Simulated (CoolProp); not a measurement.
Properties of hexamethyldisiloxane (MM) along the isobar 0.101 MPa (Tc = 518.7 K, pc = 1.931 MPa, ω = 0.418).

The numbers come from the reference Helmholtz-energy equation of state, Thol 2016 in CoolProp.

| T (K) | phase | cp (kJ/(kg K)) | fugacity coefficient |
|---|---|---|---|
| 479.8 | gas | 1.978 | 0.9756 |
| 491.5 | gas | 2.005 | 0.9775 |
| 503.2 | gas | 2.031 | 0.9793 |
| 514.8 | gas | ___ | 0.9809 |
| 526.5 | gas | 2.082 | 0.9823 |
| 538.2 | gas | 2.107 | 0.9836 |
| 549.9 | gas | 2.132 | 0.9849 |
| 561.6 | gas | 2.156 | 0.9860 |
| 573.3 | gas | ___ | 0.9870 |
| 584.9 | gas | 2.203 | 0.9879 |
| 596.6 | gas | 2.226 | 0.9888 |
| 608.3 | gas | ___ | 0.9896 |
| 620 | gas | ___ | 0.9903 |

Task: Some entries are withheld; supply them.

Result: 
- 514.8, cp (kJ/(kg K)): 2.056
- 573.3, cp (kJ/(kg K)): 2.180
- 608.3, cp (kJ/(kg K)): 2.249
- 620, cp (kJ/(kg K)): 2.272
